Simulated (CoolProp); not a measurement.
Properties of propylene glycol along the isobar 1.01 bar.

The numbers come from the reference Helmholtz-energy equation of state, Eisenbach 2021 in CoolProp.

```json
[
 {"T (K)": "455.7", "phase": "liquid", "Z": "0.002259", "cp (kJ/(kg K))": "3.345", "speed of sound (m/s)": "1042", "isothermal compressibility (1/MPa)": "0.001214", "expansivity (1/kK)": "1.116"},
 {"T (K)": "472.1", "phase": "gas", "Z": "0.9816", "cp (kJ/(kg K))": "2.483", "speed of sound (m/s)": "228.6", "isothermal compressibility (1/MPa)": "10.09", "expansivity (1/kK)": "2.274"},
 {"T (K)": "488.5", "phase": "gas", "Z": "0.9839", "cp (kJ/(kg K))": "2.554", "speed of sound (m/s)": "232.8", "isothermal compressibility (1/MPa)": "10.07", "expansivity (1/kK)": "2.178"},
 {"T (K)": "505", "phase": "gas", "Z": "0.9859", "cp (kJ/(kg K))": "2.621", "speed of sound (m/s)": "237.0", "isothermal compressibility (1/MPa)": "10.05", "expansivity (1/kK)": "2.091"},
 {"T (K)": "521.4", "phase": "gas", "Z": "0.9875", "cp (kJ/(kg K))": "2.685", "speed of sound (m/s)": "241.0", "isothermal compressibility (1/MPa)": "10.03", "expansivity (1/kK)": "2.013"},
 {"T (K)": "537.8", "phase": "gas", "Z": "0.9890", "cp (kJ/(kg K))": "2.745", "speed of sound (m/s)": "245.0", "isothermal compressibility (1/MPa)": "10.01", "expansivity (1/kK)": "1.941"},
 {"T (K)": "554.3", "phase": "gas", "Z": "0.9902", "cp (kJ/(kg K))": "2.802", "speed of sound (m/s)": "248.9", "isothermal compressibility (1/MPa)": "10.00", "expansivity (1/kK)": "1.874"},
 {"T (K)": "570.7", "phase": "gas", "Z": "0.9913", "cp (kJ/(kg K))": "2.856", "speed of sound (m/s)": "252.7", "isothermal compressibility (1/MPa)": "9.989", "expansivity (1/kK)": "1.813"},
 {"T (K)": "587.1", "phase": "gas", "Z": "0.9922", "cp (kJ/(kg K))": "2.906", "speed of sound (m/s)": "256.4", "isothermal compressibility (1/MPa)": "9.980", "expansivity (1/kK)": "1.757"},
 {"T (K)": "603.6", "phase": "gas", "Z": "0.9930", "cp (kJ/(kg K))": "2.954", "speed of sound (m/s)": "260.1", "isothermal compressibility (1/MPa)": "9.971", "expansivity (1/kK)": "1.704"},
 {"T (K)": "620", "phase": "gas", "Z": "0.9937", "cp (kJ/(kg K))": "3.000", "speed of sound (m/s)": "263.7", "isothermal compressibility (1/MPa)": "9.964", "expansivity (1/kK)": "1.654"}
]
```
